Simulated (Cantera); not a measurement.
A perfectly stirred reactor is fed with 38.7 % H2, 12.9 % O2, 48.4 % N2, at 1.00 atm; it is adiabatic with a 750 K inlet, and is followed from long to short residence time, starting on the burning branch (τ in s: 0.31, 0.1, 0.034, 0.011, 0.0038, 0.0012, 0.00042, 0.00014, 4.6e-05, 1.5e-05).

Detailed kinetics in Cantera: GRI-Mech 3.0 (53 species, 325 reactions).

x: mole fraction; the columns are a selection and need not sum to one.

| τ (s) | T (K) | x H2 | x O2 | x HO2 | x NO | x N2O | x O |
|---|---|---|---|---|---|---|---|
| 0.31 | 2532 | 0.145 | 0.000198 | 1.43e-7 | 0.000611 | 2.86e-8 | 0.000242 |
| 0.10 | 2530 | 0.145 | 0.000212 | 1.52e-7 | 0.000599 | 2.80e-8 | 0.000254 |
| 0.034 | 2523 | 0.145 | 0.000251 | 1.78e-7 | 0.000567 | 2.67e-8 | 0.000290 |
| 0.011 | 2502 | 0.144 | 0.000366 | 2.54e-7 | 0.000485 | 2.38e-8 | 0.000400 |
| 0.0038 | 2458 | 0.143 | (withheld) | (withheld) | (withheld) | (withheld) | (withheld) |
| 0.0012 | 2364 | 0.140 | (withheld) | (withheld) | (withheld) | 1.65e-8 | (withheld) |
| 0.00042 | 2229 | 0.136 | 0.00275 | 1.62e-6 | 9.21e-5 | 1.55e-8 | 0.00283 |
| 0.00014 | 2040 | 0.131 | 0.00514 | 3.14e-6 | 5.12e-5 | 1.66e-8 | 0.00492 |
| 4.6e-5 | 1815 | 0.126 | 0.00919 | 6.46e-6 | 2.79e-5 | 1.79e-8 | 0.00711 |
| 1.5e-5 | 1571 | 0.135 | 0.0193 | 1.66e-5 | 1.08e-5 | 1.77e-8 | 0.00826 |

Question: Fill in the missing entries.

Answer: 
- 0.0038, x O2: 0.000653
- 0.0038, x HO2: 4.38e-7
- 0.0038, x NO: 0.000346
- 0.0038, x N2O: 2.00e-8
- 0.0038, x O: 0.000688
- 0.0012, x O2: 0.00140
- 0.0012, x HO2: 8.68e-7
- 0.0012, x NO: 0.000182
- 0.0012, x O: 0.00146
